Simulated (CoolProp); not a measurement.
Saturation properties of normal hydrogen (Tc = 33.1 K, pc = 1.296 MPa, ω = -0.219).

Values from CoolProp's reference Helmholtz-energy equation of state, Leachman 2009.

```tsv
T (K)	p (MPa)	vapour density (kg/m³)	enthalpy of vaporisation (kJ/kg)	vapour viscosity (µPa s)
20.3	0.09928	1.308	449.0	0.992
21.4	0.1357	1.736	443.2	1.05
22.5	0.1808	2.260	435.4	1.12
23.6	0.2355	2.894	425.5	1.18
24.7	0.3011	3.659	413.1	1.25
25.7	0.3710	4.490	399.4	1.32
26.8	0.4602	5.583	381.2	1.40
27.9	0.5635	6.914	359.0	1.49
29	0.6821	8.560	331.7	1.60
30.1	0.8174	10.66	297.4	1.73
31.2	0.9711	13.51	251.9	1.90
32.2	1.129	17.48	190.7	2.14
```

It boils at 20.4 K under 1 atm.

Viscosity comes from a separate model (Muzny 2013).
